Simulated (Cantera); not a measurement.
Feed: 1 mol Si, 1.8 mol Cl2, 0.71 mol H2, at 925 K and 8250 Torr.

Equilibrium computed with Cantera from the NASA thermochemical tables; the gas is ideal and each condensed phase is pure. Candidate condensed phases: Si; 19 gas species. The tables' values for SiCl3 are old estimates; treat these amounts as uncertain. Kinetics and transport are ignored.

Base state: SiCl4 0.436, H2 0.356, SiHCl3 0.196, SiH2Cl2 0.00866, HCl 0.00288, SiCl3 0.000607, SiH3Cl 9.44e-5, SiCl2 3.35e-5 (mole fractions); condensed: Si(s).

**Question.** What changes in the equilibrium state with this change: 0.2 mol H2O added?

**Answer.** 
```tsv
species	before	after
H2	0.356	0.474
SiCl4	0.436	0.469
HCl	0.00288	0.0286
SiHCl3	0.196	0.0282
SiH3Cl	9.44e-5	2.43e-7
SiCl2	3.35e-5	4.85e-7
SiH2Cl2	0.00866	0.000167
SiCl3	0.000607	7.57e-5
Si(s), mol	0.0192	0
SiO2(β-quartz), mol	0	0.100
```
Further candidate phases: H2O, SiO2.
